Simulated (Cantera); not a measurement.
Ignition delay

Mixture: 1.38 % C₃H₈, 15.8 % O₂, 59.6 % N₂, 23.2 % H₂O, at 4.93 atm, adiabatic and at constant volume. Ignition delay is the time to a rise of 400 K.

Cantera simulation using GRI-Mech 3.0 (53 species, 325 reactions); the numbers are that mechanism's predictions, not measurements. GRI-Mech 3.0 was tuned for natural gas; its chemistry of propane as a main component is partial and can be far from experiment.

```json
[
 {"T0 (K)": "1023", "delay (ms)": "71.1"},
 {"T0 (K)": "1098", "delay (ms)": "15.6"},
 {"T0 (K)": "1173", "delay (ms)": "3.72"},
 {"T0 (K)": "1248", "delay (ms)": "0.977"},
 {"T0 (K)": "1323", "delay (ms)": "0.293"},
 {"T0 (K)": "1398", "delay (ms)": "0.102"},
 {"T0 (K)": "1473", "delay (ms)": "0.0418"},
 {"T0 (K)": "1548", "delay (ms)": "0.0198"}
]
```

```yaml
apparent activation energy between 1398 and 1548 K: 200 kJ/mol
```
